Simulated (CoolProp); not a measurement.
CHF3 (R23) along the isobar 69.7 bar: density (kg/m³) from the reference equation and from simpler models built on Tc = 299.3 K, pc = 48.32 bar, ω = 0.263; each cubic takes its own stable root.

Values from CoolProp's reference Helmholtz-energy equation of state, Penoncello 2003.

| T (K) | phase | reference | van der Waals | Redlich-Kwong | Soave-Redlich-Kwong | Peng-Robinson |
|---|---|---|---|---|---|---|
| 183.7 | liquid | 1489 | 856.3 | 1241 | 1277 | 1438 |
| 191.9 | liquid | [?] | 842.7 | 1216 | 1253 | 1413 |
| 200.2 | liquid | 1429 | [?] | 1190 | 1228 | 1385 |
| 208.5 | liquid | 1398 | 813.6 | 1162 | 1201 | 1356 |
| 216.8 | liquid | 1366 | 798.2 | 1132 | 1173 | 1324 |
| 225.1 | liquid | 1333 | 782.1 | [?] | 1142 | 1290 |
| 233.4 | liquid | [?] | 765.2 | 1069 | 1110 | 1254 |
| 241.7 | liquid | 1262 | 747.4 | 1035 | 1075 | 1214 |
| 250 | liquid | 1224 | 728.5 | 998.1 | 1037 | [?] |
| 258.3 | liquid | 1182 | 708.3 | 958.8 | 995.0 | 1123 |
| 266.6 | liquid | 1138 | 686.7 | 916.4 | 949.4 | 1071 |
| 274.9 | liquid | 1088 | 663.1 | 870.1 | 898.4 | 1011 |
| 283.2 | liquid | 1032 | 637.3 | [?] | [?] | 943.4 |
| 291.5 | liquid | 964.8 | 608.3 | 760.5 | 773.2 | 863.7 |
| 299.8 | supercritical | 879.6 | 575.0 | 692.1 | 691.1 | 765.8 |
| 308.1 | supercritical | 753.1 | 535.5 | 607.9 | 584.2 | 637.9 |

Problem. Some entries are withheld; supply them.

Solution. 
- 191.9, reference: 1459
- 200.2, van der Waals: 828.4
- 225.1, Redlich-Kwong: 1102
- 233.4, reference: 1298
- 250, Peng-Robinson: 1171
- 283.2, Redlich-Kwong: 818.7
- 283.2, Soave-Redlich-Kwong: 840.7
